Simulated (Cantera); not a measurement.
A Cantera script and what it prints.

```python
import numpy as np
import cantera as ct

gas_names = """
    CL CL2 Si SiCL SiCL2 SiCL3 SiCL4 Si2 Si3
""".split()
cond_names = """
    Si(cr) Si(L)
""".split()


# ... load() reads the species with a 1 bar reference pressure and builds the phases ...
atoms = {
    'Si': {'Si': 1},
    'Cl2': {'CL': 2},
}
top_T = {}  # K; cautious upper limits of use, not melting points


# ... equilibrate(T, P, feed) seeds the gas with the atoms and calls Mixture.equilibrate('TP', solver="vcs", rtol=1e-11, max_steps=5000) ...
results = []
T = 523.15  # K
P = 100000  # Pa
for m in [1, 1.2, 1.4, 1.7, 2, 2.3, 2.7, 3.2, 3.8, 4.5, 5.3, 6.2]:
    feed = {'Si': 1, 'Cl2': m}  # mol
    mix = equilibrate(T, P, feed)
    results.append((T, P, feed, dict(zip(mix.species_names, mix.species_moles))))

top = {s: max(r[3][s] / sum(r[3][g] for g in gas_names) for r in results) for s in gas_names}
cols = sorted((s for s in top if top[s] > 0.001), key=lambda s: -top[s])[:6]
seen = [c for c in cond_names if any(r[3].get(c, 0) > 1e-12 for r in results)]
print("log10 of partial pressures in bar; condensed amounts in mol")
print(f"{'n(Cl2)':>10s}" + "".join(f"{s[:9]:>10s}" for s in cols + seen))
for T, P, feed, n in results:
    ng = sum(n[g] for g in gas_names)
    print(f"{feed['Cl2']:10.4g}" + "".join(f"{np.log10(max(n[s] / ng * P / 1e5, 1e-99)):10.3f}" for s in cols)
          + "".join(f"{n.get(c, 0):10.4g}" for c in seen))
```

It prints:

```
log10 of partial pressures in bar; condensed amounts in mol
    n(Cl2)     SiCL4       CL2    Si(cr)
         1    -0.000   -29.598       0.5
       1.2    -0.000   -29.598       0.4
       1.4    -0.000   -29.598       0.3
       1.7    -0.000   -29.598      0.15
         2    -0.000   -14.887         0
       2.3    -0.114    -0.637         0
       2.7    -0.230    -0.385         0
       3.2    -0.342    -0.263         0
       3.8    -0.447    -0.192         0
       4.5    -0.544    -0.146         0
       5.3    -0.633    -0.115         0
       6.2    -0.716    -0.093         0
```

Method: chemical equilibrium by Gibbs-energy minimisation in Cantera with the NASA 1993 tables (ideal gas, pure condensed phases).
